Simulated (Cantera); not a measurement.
An adiabatic, constant-volume homogeneous reactor starts with CH₄ : O₂ : N₂ : H₂O = 1 : 1.18 : 12.9 : 0.65 (molar parts), at 1175 K and 4.93 atm.

Computed with Cantera and GRI-Mech 3.0 (53 species, 325 reactions).

Predict: time of steepest temperature rise; temperature at 0.500 s; equilibrium temperature; x(O₂) at 0.500 s; x(H₂O) at 0.500 s; x(CH₂O) at 0.500 s.


- time of steepest temperature rise = 52.8 ms
- temperature at 0.500 s = 1983 K
- equilibrium temperature = 1983 K
- x(O₂) at 0.500 s = 2.52e-8 (gas-phase equilibrium 2.52e-8)
- x(H₂O) at 0.500 s = 0.104 (gas-phase equilibrium 0.104)
- x(CH₂O) at 0.500 s = 8.71e-9 (gas-phase equilibrium 8.71e-9)
